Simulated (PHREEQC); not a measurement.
## Copper plating or etch bath: an equilibrium model

Solution (20 °C): 0.041 mol/kgw CuSO4, 0.27 mol/kgw HCl and 0.0064 mol/kgw FeCl3. Closed to the air; pH follows from the charge balance.

The numbers come from PHREEQC with the ion-association model, phreeqc.dat.

Each row changes one thing in this solution. Precipitation was switched off in this run.

```csv
case,pH,ionic strength (mol/kgw),Cl- (mol/kgw),Cu+2 (mol/kgw),HSO4- (mol/kgw),SO4-2 (mol/kgw)
as made,0.73,0.366,0.280,0.0331,0.0296,0.00571
0.02 mol/kgw Ca(OH)2 added,0.81,0.382,0.281,0.0331,0.0265,0.00619
FeCl3 from 0.0064 to 0.00704 mol/kgw,0.73,0.368,0.282,0.0331,0.0294,0.00567
diluted 2-fold with water,1.01,0.187,0.142,0.0174,0.0134,(withheld)
HCl from 0.27 to 0.243 mol/kgw,0.78,0.340,0.254,(withheld),0.0288,0.00605
FeCl3 replaced by ZnCl2 at the same molality,0.73,0.365,0.276,0.0330,0.0320,0.00618
```

Task: Fill in the missing entries.

Result: 
- diluted 2-fold with water, SO4-2 (mol/kgw): 0.00392
- HCl from 0.27 to 0.243 mol/kgw, Cu+2 (mol/kgw): 0.0332

Complexes and solids missing from the database can't appear. Some of these states are supersaturated (in Hematite (slow to form), for instance).
